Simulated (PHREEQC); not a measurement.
1 kg of water holding 0.18 mol NaCl, 0.12 mol Na2CO3, 0.35 mol KCl and 0.042 mol Na2SO4 is evaporated at 25 °C; the solids stay in contact with the brine. CO2 is held at log p = -3.4 (atm). Only these solids could form: Arcanite, Burkeite, Glaserite, Halite, Kalicinite, Mirabilite, Misenite, Nahcolite, Natron, Sylvite, Thenardite, Trona.

Model: Pitzer model, pitzer.dat, run in PHREEQC.

```csv
water left (kg),ionic strength,water activity,Sylvite (mol)
0.9995,0.985,0.976,0
0.6751,1.47,0.965,0
0.456,2.18,0.948,0
0.308,3.24,?,0
0.208,?,?,0
0.1405,?,0.814,0
0.07651,8.74,?,0.111
0.05007,8.87,0.710,0.200
0.03265,8.87,0.710,0.231
0.02088,8.87,0.710,?
0.01294,8.87,0.710,0.265
```

Q: What belongs in the gaps?

A: 
- 0.308, water activity: 0.922
- 0.208, ionic strength: 4.82
- 0.208, water activity: 0.881
- 0.1405, ionic strength: 7.12
- 0.07651, water activity: 0.737
- 0.02088, Sylvite (mol): 0.251

Complexes and solids missing from the database can't appear.
